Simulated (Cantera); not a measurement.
Charge: 1 mol S, 0.031 mol SO2, 0.55 mol H2, 0.1 mol H2O, held at 3125 °C and 150000 Pa.

Equilibrium computed with Cantera from the NASA thermochemical tables; the gas is ideal and each condensed phase is pure. Candidate condensed phases: H2O, H2SO4, S; 19 gas species. Equilibrium is a limit: real reactors are often held back by kinetics, nucleation or transport.

Base state: H2 0.251, S 0.221, H 0.190, S2 0.146, SH 0.0834, SO 0.0629, H2O 0.0236, OH 0.00779 (mole fractions); condensed: gas only.

**Question.** What changes in the equilibrium state with this change: H2 from 0.55 to 0.084 mol?

**Answer.** 
```tsv
species	before	after
S	0.221	0.304
S2	0.146	0.276
SO	0.0629	0.123
H2	0.251	0.0835
H2O	0.0236	0.0112
H	0.190	0.110
SH	0.0834	0.0663
SO2	0.00336	0.00938
S2O	0.000602	0.00163
H2S	0.00740	0.00339
O2	0.000127	0.000257
```

**Question.** What changes in the equilibrium state with this change: H2 from 0.55 to 8.8 mol?

**Answer.** 
| species | before | after |
|---|---|---|
| H2 | 0.251 | 0.607 |
| H | 0.190 | 0.296 |
| S | 0.221 | 0.0456 |
| S2 | 0.146 | 0.00621 |
| SO | 0.0629 | 0.00215 |
| SH | 0.0834 | 0.0268 |
| H2O | 0.0236 | 0.00947 |
| SO2 | 0.00336 | 1.90e-5 |
| S2O | 0.000602 | 4.25e-6 |
| O2 | 0.000127 | 3.47e-6 |
